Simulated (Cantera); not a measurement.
A perfectly stirred reactor is fed with 18.6 % CH₄, 81.4 % H₂O, at 2850 Torr; it is held at 2075 K, and followed from long to short residence time.

Cantera simulation using GRI-Mech 3.0 (53 species, 325 reactions); the numbers are that mechanism's predictions, not measurements.

x: mole fraction; the columns are a selection and need not sum to one.

```csv
τ (s),x CH₄,x H₂O,x OH,x CH₃,x HCO
0.38,0.000509,0.435,0.000103,2.04e-5,1.16e-7
0.14,[?],0.437,0.000103,[?],1.18e-7
0.053,0.00296,0.441,0.000104,0.000119,1.23e-7
0.020,0.00608,0.452,0.000108,0.000248,1.32e-7
0.0074,0.0112,0.475,0.000117,0.000470,1.48e-7
0.0027,[?],[?],[?],[?],[?]
0.0010,0.0284,0.573,0.000157,0.00132,2.39e-7
0.00038,0.0412,0.631,0.000185,0.00203,3.50e-7
0.00014,0.0597,0.684,0.000214,0.00309,5.32e-7
```

Some entries are withheld; supply them.


- 0.14, x CH₄: 0.00129
- 0.14, x CH₃: 5.19e-5
- 0.0027, x CH₄: 0.0186
- 0.0027, x H₂O: 0.517
- 0.0027, x OH: 0.000133
- 0.0027, x CH₃: 0.000816
- 0.0027, x HCO: 1.78e-7
